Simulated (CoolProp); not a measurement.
Propylene along the isotherm 121.15 °C: density (kg/m³) from the reference equation and from simpler models built on Tc = 91.1 °C, pc = 4555 kPa, ω = 0.146; each cubic takes its own stable root.

Model: reference Helmholtz-energy equation of state, Lemmon 2013, in CoolProp.

| p (kPa) | phase | reference | ideal gas | Redlich-Kwong | Peng-Robinson |
|---|---|---|---|---|---|
| 21.6 | gas | 0.2776 | 0.2772 | 0.2776 | 0.2776 |
| 44.4 | gas | 0.5714 | 0.5699 | 0.5714 | 0.5716 |
| 91.1 | gas | 1.176 | 1.169 | 1.176 | 1.176 |
| 187 | gas | 2.427 | 2.400 | 2.427 | 2.430 |
| 384 | gas | 5.044 | 4.929 | 5.045 | 5.058 |
| 789 | gas | 10.63 | … | 10.64 | 10.69 |
| 1620 | gas | … | … | 23.15 | … |
| 3330 | gas | 54.99 | 42.74 | 55.23 | 56.35 |
| 6830 | supercritical | 206.4 | 87.67 | 202.5 | 200.5 |

### Question
Some entries are withheld; supply them.

### Answer

- 789, ideal gas: 10.13
- 1620, reference: 23.12
- 1620, ideal gas: 20.79
- 1620, Peng-Robinson: 23.39
